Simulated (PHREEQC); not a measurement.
A solution holds 0.49 mol/kgw Na2SO4, at 35 °C. Closed to the air; pH follows from the charge balance.

The numbers come from PHREEQC with the Pitzer model, pitzer.dat.

Precipitation was switched off in this run.

**Question.** Estimate the activity of water, osmotic coefficient.

**Answer.** activity of water 0.982; osmotic coefficient 0.695.
